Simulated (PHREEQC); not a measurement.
Make-up at 40 °C: 0.0062 mol/kgw Ca(OH)2 and 3.1e-05 mol/kgw Ba(NO3)2. Closed to the air; pH follows from the charge balance.

All values are PHREEQC results (ion-association model, wateq4f.dat), not measurements.

This is a speciation only: nothing precipitates in the calculation.

Question: What pH does the model give?

Answer: pH 11.57.

Question: In which forms is Ca present?

Answer: Ca+2 96 %, CaOH+ 4.0 % of the Ca.

At this temperature some constants are extrapolated from 25 °C, and those without enthalpy data are left unchanged.
